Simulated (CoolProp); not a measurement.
Model: reference Helmholtz-energy equation of state, Thol 2017, in CoolProp.

Question: For octamethyltrisiloxane (MDM), give the phase and the density (kg/m³), cv (kJ/(kg K)), speed of sound (m/s), Joule-Thomson coefficient (K/MPa) at 124.15 °C and 11.2 bar; 144.25 °C and 11.2 bar.

Answer: 
- 124.15 °C and 11.2 bar: liquid; density 713, cv 1.72, speed of sound 607, Joule-Thomson coefficient -0.255
- 144.25 °C and 11.2 bar: liquid; density 690, cv 1.77, speed of sound 547, Joule-Thomson coefficient -0.195
